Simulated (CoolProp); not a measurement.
2000 sccm (0 °C, 1 atm) of nitrogen bubbles through liquid p-xylene at 315.2 K and leaves saturated at a total pressure of 0.00668 MPa (ideal gas phase). Each further row changes one setting.

Model: reference Helmholtz-energy equation of state, Zhou 2012, in CoolProp.

| case | vapour pressure (kPa) | mole fraction of vapour | delivery (mg/min) | delivery (sccm) | change of delivery for a bath 1 K warmer (%) |
|---|---|---|---|---|---|
| as stated | 2.95 | 0.441 | 7480 | 1580 | 9.6 |
| bath temperature 320.2 K | 3.77 | 0.565 | 12300 | 2590 | 12 |
| total pressure 0.0134 MPa | 2.95 | 0.220 | 2670 | 564 | 6.7 |
